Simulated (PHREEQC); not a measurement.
Dissolve 0.24 mol CdCl2, 0.0061 mol NaOH and 0.044 mol FeSO4 per kg of water at 45 °C. Closed to the air; pH follows from the charge balance.

Equilibrium calculation in PHREEQC: ion-association model, wateq4f.dat.

Problem. The ionic strength comes out as 0.338 mol/kgw. What activity coefficients do Cd(SO4)2-2, Fe+2, CdOH+, Cd+2, Cl- get?

Solution. Cd(SO4)2-2 0.27, Fe+2 0.27, CdOH+ 0.72, Cd+2 0.27, Cl- 0.66.

This is a speciation only: nothing precipitates in the calculation. Examples of supersaturated solids here: CdOHCl. Others may be too. Away from 25 °C the constants follow the database's enthalpies or fits; those with neither stay at their 25 °C values.
